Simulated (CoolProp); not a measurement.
Vapour-liquid equilibrium of dimethyl ether (1) + R236EA (2) at 0.141 MPa; x and y are mole fractions of (1).

Model: multi-fluid Helmholtz-energy mixture model, Wu 2011 and Rui 2013; pair parameters Bell 2016, in CoolProp.

Problem. Give the bubble temperature and the first vapour's composition at x = 0.55, 0.65, 0.75. Is there an azeotrope?

Solution. x = 0.55: 2.4 °C, y = 0.792; x = 0.65: -2.5 °C, y = 0.890; x = 0.75: -7.4 °C, y = 0.950. No azeotrope shows between x = 0.05 and 0.95.

Pair parameters are fitted to limited data, so mixtures are less certain than the pure fluids.
